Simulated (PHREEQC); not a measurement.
## Spent oxide etchant: speciation

Dissolve 0.00275 mol/kgw HF, 0.115 mol/kgw (NH4)2SiF6, 0.0065 mol/kgw HBF4 and 0.000195 mol/kgw HCl at 25 °C. Closed to the air; pH follows from the charge balance.

Equilibrium calculation in PHREEQC: ion-association model, phreeqc.dat.

Precipitation was switched off in this run.

**Question.** Estimate the pH, density.

**Answer.** pH 2.27; density 1.009 g/cm³.

**Question.** In which forms is B present?

**Answer.** BF4- 85 %, H3BO3 7.9 %, BF3OH- 5.5 %, BF2(OH)2- 1.3 % of the B.

Saturation is exceeded, for instance for Quartz (slow to form); the values hold only as long as no solid forms. SiF6-2 is the database's only silicon fluoride. Real BF4- forms and hydrolyses slowly; the run takes it at equilibrium.
